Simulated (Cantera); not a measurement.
**Pyrogenic steam for wet oxidation**

An isothermal, constant-pressure homogeneous reactor starts with 41.2 % H2, 29.4 % O2, 29.4 % N2, equivalence ratio 0.70, at 850 K and 473 Torr.

Cantera simulation using the H2/O2 subset of GRI-Mech 3.0, which has no nitrogen chemistry; the numbers are that mechanism's predictions, not measurements. Below about 950 K walls govern HO2 and H2O2 in real vessels. The temperature is held fixed by assumption; the heat of reaction is taken as removed at once.

```json
[
 {"t (s)": "0.000300", "x H2": "0.412", "x O2": "0.294", "x H2O2": "1.18e-12", "x HO2": "3.43e-10", "x OH": "<1e-12"},
 {"t (s)": "0.000623", "x H2": "0.412", "x O2": "0.294", "x H2O2": "5.24e-12", "x HO2": "7.25e-10", "x OH": "<1e-12"},
 {"t (s)": "0.00129", "x H2": "0.412", "x O2": "0.294", "x H2O2": "2.31e-11", "x HO2": "1.52e-9", "x OH": "<1e-12"},
 {"t (s)": "0.00269", "x H2": "0.412", "x O2": "0.294", "x H2O2": "1.00e-10", "x HO2": "3.21e-9", "x OH": "<1e-12"},
 {"t (s)": "0.00558", "x H2": "0.412", "x O2": "0.294", "x H2O2": "4.44e-10", "x HO2": "6.84e-9", "x OH": "<1e-12"},
 {"t (s)": "0.0116", "x H2": "0.412", "x O2": "0.294", "x H2O2": "1.96e-9", "x HO2": "1.49e-8", "x OH": "<1e-12"},
 {"t (s)": "0.0240", "x H2": "0.412", "x O2": "0.294", "x H2O2": "9.04e-9", "x HO2": "3.46e-8", "x OH": "<1e-12"},
 {"t (s)": "0.0499", "x H2": "0.412", "x O2": "0.294", "x H2O2": "4.58e-8", "x HO2": "9.24e-8", "x OH": "<1e-12"},
 {"t (s)": "0.104", "x H2": "0.412", "x O2": "0.294", "x H2O2": "2.95e-7", "x HO2": "3.39e-7", "x OH": "2.69e-12"},
 {"t (s)": "0.215", "x H2": "0.412", "x O2": "0.294", "x H2O2": "3.08e-6", "x HO2": "1.61e-6", "x OH": "1.63e-11"},
 {"t (s)": "0.447", "x H2": "0.412", "x O2": "0.294", "x H2O2": "2.65e-5", "x HO2": "4.18e-6", "x OH": "8.59e-11"},
 {"t (s)": "0.928", "x H2": "0.411", "x O2": "0.294", "x H2O2": "0.000170", "x HO2": "9.61e-6", "x OH": "4.68e-10"},
 {"t (s)": "1.93", "x H2": "0.408", "x O2": "0.292", "x H2O2": "0.000945", "x HO2": "2.13e-5", "x OH": "2.65e-9"},
 {"t (s)": "4.00", "x H2": "0.385", "x O2": "0.281", "x H2O2": "0.00196", "x HO2": "2.92e-5", "x OH": "5.56e-9"}
]
```
x: mole fraction; the columns are a selection and need not sum to one.

Equilibrium at this temperature and pressure: H2 <1e-12, O2 0.111, H2O2 4.06e-11, HO2 6.97e-11, OH 8.01e-9 (gas phase only).
